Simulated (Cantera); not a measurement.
A closed system holds: 1 mol Ta₂O₅, 0.67 mol C, 1.4 mol CO, held at 0.420 bar.

These are equilibrium values from Cantera (NASA tables, ideal gas, pure condensed phases), not measurements of a reactor. Candidate condensed phases: C, Ta, TaC, Ta₂O₅; 15 gas species. Mutual solubility and eutectic melting of coexisting phases are not modelled. TaC: taken at fixed stoichiometry. Condensed phases not in the tables: Ta₂C. Equilibrium is a limit: real reactors are often held back by kinetics, nucleation or transport.

log p: log10 of the partial pressure in bar; n: condensed amount in mol.

| T (°C) | log p CO | log p CO₂ | log p TaO₂ | log p TaO | log p O | n TaC(s) | n Ta₂O₅(s) | n Ta₂O₅(l) |
|---|---|---|---|---|---|---|---|---|
| 1477 | -0.38 | -3.17 | -8.67 | (withheld) | -10.84 | 0.192 | 0.904 | 0 |
| 1552 | -0.38 | -3.18 | -7.88 | (withheld) | -10.19 | 0.192 | 0.904 | 0 |
| 1627 | -0.38 | -3.18 | -7.16 | (withheld) | -9.59 | 0.192 | 0.904 | 0 |
| 1702 | -0.38 | -3.18 | -6.49 | (withheld) | -9.03 | 0.192 | 0.904 | 0 |
| 1777 | -0.38 | -3.18 | -5.87 | (withheld) | -8.51 | 0.192 | 0.904 | 0 |
| 1852 | -0.38 | -3.19 | -5.34 | (withheld) | -8.05 | 0.192 | 0 | 0.904 |
| 1927 | -0.38 | -3.21 | -4.86 | (withheld) | -7.62 | 0.192 | 0 | 0.904 |
| 2002 | -0.38 | -3.22 | -4.40 | (withheld) | -7.22 | 0.192 | 0 | 0.904 |
| 2077 | -0.38 | -3.24 | -3.99 | (withheld) | -6.84 | 0.192 | 0 | 0.904 |
| 2152 | -0.38 | -3.25 | -3.59 | (withheld) | -6.49 | 0.192 | 0 | 0.903 |

### Question
Complete the blanks.

### Answer

- 1477, log p TaO: -10.42
- 1552, log p TaO: -9.49
- 1627, log p TaO: -8.63
- 1702, log p TaO: -7.84
- 1777, log p TaO: -7.11
- 1852, log p TaO: -6.46
- 1927, log p TaO: -5.86
- 2002, log p TaO: -5.31
- 2077, log p TaO: -4.79
- 2152, log p TaO: -4.30
